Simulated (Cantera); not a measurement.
Standard-state values (1 bar) from the NASA 1993 polynomials, evaluated with Cantera. Values are per mole of reaction as written; species without (g) are pure solids or liquids, kept so even where they would boil at 1 bar.

a) 4 Al + O2(g) = 2 Al2O(g)
b) 4 Cu + O2(g) = 2 Cu2O
c) V + O2(g) = 0.5 V2O4
d) 2 Pb + O2(g) = 2 PbO(g)

Order these by ΔG° at 300 K, most negative first.

c (-659 kJ), a (-346 kJ), b (-296 kJ), d (97 kJ)
